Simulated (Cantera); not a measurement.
# B2O3 + H2 + N2 (boron, boron nitride and boron oxide)

Input: 1 mol B2O3, 2.4 mol H2, 35 mol N2, equilibrated at 750 Torr.

Method: chemical equilibrium by Gibbs-energy minimisation in Cantera with the NASA 1993 tables (ideal gas, pure condensed phases). Candidate condensed phases: B, BN, B2O3, B3O3H3, H2O; 39 gas species. N2 is the only nitrogen source here; it is nearly inert below about 1500 K, so the nitride shown seldom forms there in practice. Mutual solubility and eutectic melting of coexisting phases are not modelled. Gases not in the tables: H3BO3. The numbers say what is thermodynamically allowed, not how fast it happens.

From 852 °C to 1552 °C the condensed part is BN(s) + B2O3(l). At 1652 °C the condensed part is B2O3(l). From 1752 °C to 1852 °C nothing is condensed.

```tsv
T (°C)	log p N2	log p H2	log p B2O3	log p HBO2	log p HBO	log p B2O2	n BN(s)	n B2O3(l)
852	-0.03	-1.20	-9.18	-5.20	-7.77	<-12	0.0144	0.993
952	-0.03	-1.20	-7.69	-4.56	-6.67	-10.87	0.0140	0.992
1052	-0.03	-1.20	-6.44	-4.02	-5.74	-9.17	0.0142	0.991
1152	-0.03	-1.20	-5.37	-3.57	-4.94	-7.72	0.0157	0.987
1252	-0.03	-1.20	-4.45	-3.18	-4.26	-6.47	0.0194	0.976
1352	-0.03	-1.20	-3.64	-2.85	-3.66	-5.37	0.0262	0.947
1452	-0.03	-1.21	-2.94	-2.55	-3.13	-4.41	0.0353	0.871
1552	-0.03	-1.22	-2.32	-2.30	-2.67	-3.56	0.0380	0.653
1652	-0.04	-1.26	-1.76	-2.09	-2.27	-2.80	0	0.00817
1752	-0.04	-1.26	-1.78	-2.06	-2.24	-2.79	0	0
1852	-0.04	-1.27	-1.79	-2.03	-2.21	-2.79	0	0
```
log p: log10 of the partial pressure in bar; n: condensed amount in mol.
